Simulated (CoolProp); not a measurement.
Vapour-liquid equilibrium of R134a (1) + dimethyl ether (2) at 324 kPa; x and y are mole fractions of (1).

Values from CoolProp's multi-fluid Helmholtz-energy mixture model, Tillner-Roth 1994 and Wu 2011; pair parameters Bell 2016.

Question: Give the bubble temperature and the first vapour's composition at x = 0.35, 0.8, 0.95. Is there an azeotrope?

Answer: x = 0.35: 279.9 K, y = 0.357; x = 0.8: 277.6 K, y = 0.836; x = 0.95: 276.4 K, y = 0.962. y crosses x between x = 0.2 and 0.35: the model has an azeotrope there.

The pair parameters rest on a limited set of measurements; away from them the model extrapolates.
